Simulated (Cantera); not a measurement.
Feed: 1 mol CO2, 0.35 mol O2, 0.15 mol H2, equilibrated at 3200 °C and 0.133 bar.

Cantera equilibrium calculation (NASA polynomials, part measured and part estimated; ideal gas, pure solids and liquids). Candidate condensed phases: C, C6H6, C7H8, C8H18, H2O; 110 gas species. Rates play no part.

Base state: O 0.401, CO 0.358, O2 0.101, H 0.0821, CO2 0.0284, OH 0.0243, H2 0.00291, H2O 0.00190 (mole fractions); condensed: gas only.

Problem. What changes in the equilibrium state with this change: temperature from 3200 °C to 802 °C?

Solution. 
```
species   before    after
-------  -------  -------
CO2       0.0284    0.702
O2         0.101    0.193
H2O      0.00190    0.105
O          0.401  1.58e-9
CO         0.358  2.85e-9
H         0.0821    <1e-9
OH        0.0243  7.47e-7
H2       0.00291    <1e-9
```
